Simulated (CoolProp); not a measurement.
Vapour-liquid equilibrium of n-hexane (1) + cyclohexane (2) at 0.386 MPa; x and y are mole fractions of (1).

The numbers come from the multi-fluid Helmholtz-energy mixture model, Thol 2019 and Zhou 2014; pair parameters Bell 2016 in CoolProp.

| x | bubble temperature, mixture model (°C) | bubble temperature, Raoult's law (°C) | y, mixture model | y, Raoult's law |
|---|---|---|---|---|
| 0.05 | 131.8 | 132.0 | [?] | 0.068 |
| 0.125 | 130.3 | 130.8 | 0.166 | 0.164 |
| 0.2 | 128.9 | 129.5 | 0.257 | 0.256 |
| 0.275 | 127.7 | 128.4 | [?] | 0.343 |
| 0.35 | 126.5 | 127.2 | 0.421 | 0.426 |
| 0.425 | 125.4 | 126.1 | 0.497 | 0.505 |
| 0.5 | [?] | 125.0 | 0.569 | 0.580 |
| 0.575 | 123.3 | 124.0 | [?] | 0.652 |
| 0.65 | [?] | 123.0 | 0.707 | 0.720 |
| 0.725 | 121.5 | 121.9 | 0.772 | 0.785 |
| 0.8 | [?] | 121.0 | [?] | 0.847 |
| 0.875 | 119.8 | 120.0 | 0.899 | 0.907 |
| 0.95 | 119.0 | 119.1 | 0.960 | 0.963 |

Problem. What belongs in the gaps?

Solution. 
- 0.05, y, mixture model: 0.069
- 0.275, y, mixture model: 0.341
- 0.5, bubble temperature, mixture model (°C): 124.3
- 0.575, y, mixture model: 0.639
- 0.65, bubble temperature, mixture model (°C): 122.4
- 0.8, bubble temperature, mixture model (°C): 120.6
- 0.8, y, mixture model: 0.836

The largest gap from Raoult's law is -0.7 K in bubble temperature, at x = 0.35. No azeotrope shows between x = 0.05 and 0.95.

Pair parameters are fitted to limited data, so mixtures are less certain than the pure fluids.
